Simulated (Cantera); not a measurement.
A freely propagating, adiabatic, planar premixed flame of 16.7 % CH4, 23.8 % O2, 59.5 % N2, equivalence ratio 1.4, unburnt at 550 K and 790000 Pa; mixture-averaged transport, grid criteria slope 0.08 and curve 0.16, no radiation.

Computed with Cantera and GRI-Mech 3.0 (53 species, 325 reactions). Burning velocities carry a grid error of a few per cent, more on coarse grids.

### Question
Predict: laminar burning velocity; thermal thickness; peak x(H); peak x(H2O2).

### Answer
| Item | Value |
|---|---|
| laminar burning velocity | 67.2 cm/s |
| thermal thickness | 0.0657 mm |
| peak x(H) | 0.00449 |
| peak x(H2O2) | 6.25e-5 |
